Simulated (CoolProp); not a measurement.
Values from CoolProp's reference Helmholtz-energy equation of state, Wagner 2002.

### Question
Give the vapour pressure (kPa), liquid density (kg/m³), enthalpy of vaporisation (kJ/kg) of saturated water at 391.6, 408.4 K.

### Answer
| T (K) | p (kPa) | liquid density (kg/m³) | enthalpy of vaporisation (kJ/kg) |
|---|---|---|---|
| 391.6 | 189 | 944 | 2210 |
| 408.4 | 316 | 930 | 2160 |
